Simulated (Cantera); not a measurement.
Mixture: CH₄ : C₂H₆ : C₃H₈ : O₂ : N₂ = 1 : 0.2 : 0.66 : 6.19 : 23.3 (molar parts), at 1.28 atm, adiabatic and at constant volume. Ignition delay is the time to a rise of 400 K.

Detailed kinetics in Cantera: GRI-Mech 3.0 (53 species, 325 reactions). GRI-Mech 3.0 was tuned for natural gas; its chemistry of propane as a main component is partial and can be far from experiment.

### Question
Predict: delay at 1225 K; delay at 1375 K; delay at 1525 K; delay at 1675 K; delay at 1825 K; apparent activation energy between 1750 and 1900 K.

### Answer
```
Quantity                                                 Value
--------------------------------------------------  ----------
delay at 1225 K                                        2.23 ms
delay at 1375 K                                       0.255 ms
delay at 1525 K                                        55.0 µs
delay at 1675 K                                        19.5 µs
delay at 1825 K                                        9.53 µs
apparent activation energy between 1750 and 1900 K  110 kJ/mol
```
